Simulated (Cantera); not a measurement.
Charge: 1 mol C, 4.1 mol H2O, 0.71 mol H2, held at 0.00133 bar.

These are equilibrium values from Cantera (NASA tables, ideal gas, pure condensed phases), not measurements of a reactor. Candidate condensed phases: C, C6H6, C7H8, C8H18, H2O; 131 gas species. Ions and electrons are included (thermal ionisation). Kinetics and transport are ignored. All values below are at 3500 K.

Base state: H 0.699, O 0.225, CO 0.0731, H2 0.00187, OH 0.00103, O2 0.000278, CO2 2.83e-5 (mole fractions); condensed: gas only.

**Question.** What changes in the equilibrium state with this change: pressure from 0.00133 bar to 14.0 bar?

**Answer.** 
```
species    before    after
-------  --------  -------
H2O       5.98e-6    0.396
H2        0.00187    0.294
CO         0.0731    0.136
H           0.699   0.0856
CO2       2.83e-5   0.0221
OH        0.00103   0.0530
O           0.225  0.00900
HO2         <1e-9  2.05e-5
O2       0.000278  0.00466
```
